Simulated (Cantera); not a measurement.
Feed: 1 mol Si₂H₆, 0.58 mol N₂O, 21 mol N₂, held at 1423 K and 2.90 mbar.

These are equilibrium values from Cantera (NASA tables, ideal gas, pure condensed phases), not measurements of a reactor. Candidate condensed phases: H₂O, Si, SiO₂, Si₂N₂O, Si₃N₄; 35 gas species. The feed counts by its element totals alone. Mutual solubility and eutectic melting of coexisting phases are not modelled. The numbers say what is thermodynamically allowed, not how fast it happens.

Base state: N₂ 0.872, H₂ 0.128, H 4.41e-5 (mole fractions); condensed: Si₂N₂O(s) + Si₃N₄(s).

What changes in the equilibrium state with this change: Si₂H₆ replaced by SiH₂Cl₂?


```
species               before     after
-------------------  -------  --------
N₂                     0.872     0.914
HCl                        0    0.0799
H₂                     0.128   0.00326
SiCl₂                      0   0.00141
SiCl₄                      0  0.000558
SiCl₃                      0  0.000445
Cl                         0  0.000141
SiO                  6.45e-6  0.000628
Si₂N₂O(s), mol         0.580     0.431
Si₃N₄(s), mol          0.280         0
SiO₂(β-quartz), mol        0    0.0671
```
The tables' values for SiCl₃ are old estimates; treat these amounts as uncertain. The tables hold silica as quartz up to 1696 K and as liquid above; real silica turns to tridymite and cristobalite and melts near 1996 K. Further candidate phases: NH₄Cl.
